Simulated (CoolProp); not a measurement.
Values from CoolProp's reference Helmholtz-energy equation of state, Gao 2016.

Task: For sulfur dioxide, give the phase and the cp (kJ/(kg K)), cv (kJ/(kg K)) at 267.7 K and 0.432 MPa; 509.4 K and 0.0348 MPa; 495.5 K and 0.0274 MPa.

Result: 
- 267.7 K and 0.432 MPa: liquid; cp 1.36, cv 0.820
- 509.4 K and 0.0348 MPa: gas; cp 0.732, cv 0.601
- 495.5 K and 0.0274 MPa: gas; cp 0.725, cv 0.595
